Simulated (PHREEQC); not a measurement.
Dissolve 0.071 mol/kgw CaCl2 and 0.011 mol/kgw Cd(NO3)2 at 20 °C. Closed to the air; pH follows from the charge balance.

Model: ion-association model, wateq4f.dat, run in PHREEQC.

The pH is 5.91 and the ionic strength comes out as 0.226 mol/kgw.

```
species  molality  activity   log γ
-------  --------  --------  ------
Cl-         0.131    0.0922  -0.152
Ca+2       0.0710    0.0223  -0.503
NO3-       0.0220    0.0151  -0.164
CdCl+     0.00699   0.00520  -0.129
Cd+2      0.00197  0.000601  -0.515
CdCl2     0.00186   0.00196   0.023
CdCl3-   0.000142  0.000106  -0.129
CdNO3+    3.55e-5   2.64e-5  -0.129
H+        1.54e-6   1.22e-6  -0.100
CdOHCl    1.49e-6   1.57e-6   0.023
CdOH+     3.75e-8   2.79e-8  -0.129
OH-       7.91e-9   5.53e-9  -0.156
CaOH+     4.01e-9   3.01e-9  -0.124
Cd2OH+3   1.26e-9  8.75e-11  -1.158
```

This is a speciation only: nothing precipitates in the calculation. Species that the database lacks are ignored.
